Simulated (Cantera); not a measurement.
Feed: 1 mol SiH2Cl2, 0.09 mol O3, 16 mol N2, at 650 °C and 133 Pa.

Equilibrium computed with Cantera from the NASA thermochemical tables; the gas is ideal and each condensed phase is pure. Candidate condensed phases: H2O, NH4Cl, Si, SiO2, Si2N2O, Si3N4; 47 gas species. N2 is the only nitrogen source here; it is nearly inert below about 1500 K, so the nitride shown seldom forms there in practice. Kinetics and transport are ignored.

Base state: N2 0.893, HCl 0.0820, H2 0.0165, SiCl4 0.00826 (mole fractions); condensed: Si2N2O(s) + Si3N4(s).

Q: What changes in the equilibrium state with this change: SiH2Cl2 replaced by TEOS?

A: 
```
species               before    after
-------------------  -------  -------
N2                     0.893    0.566
H2                    0.0165    0.354
CO                         0   0.0802
HCl                   0.0820        0
SiCl4                0.00826        0
H2O                    <1e-9  5.82e-5
CH4                        0  3.87e-5
CO2                        0  2.70e-5
Si2N2O(s), mol         0.270        0
Si3N4(s), mol          0.105        0
C(graphite), mol           0     5.73
SiO2(β-quartz), mol        0     1.00
```
The feed counts by its element totals alone. Further candidate phases: C, C6H6, C7H8, C8H18, SiC.
